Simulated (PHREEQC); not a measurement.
A solution holds 0.0056 mol/kgw NH4Cl, 0.22 mol/kgw NaF and 0.00016 mol/kgw LiCl, at 25 °C. Closed to the air; pH follows from the charge balance.

The numbers come from PHREEQC with the ion-association model, phreeqc.dat.

```json
[
 {"quantity": "pH", "before": "7.13", "after": "6.85"},
 {"quantity": "ionic strength (mol/kgw)", "before": "0.213", "after": "0.214"},
 {"quantity": "NH3 (mol/kgw)", "before": "2.75e-5", "after": "9.57e-5"}
]
```

Q: Which change was made?
A) temperature from 25 to 65 °C
B) temperature from 25 to 5 °C
C) NaF left out
D) LiCl left out
E) temperature from 25 to 55 °C

A: E, temperature from 25 to 55 °C

Precipitation was switched off in this run. At this temperature some constants are extrapolated from 25 °C, and those without enthalpy data are left unchanged.
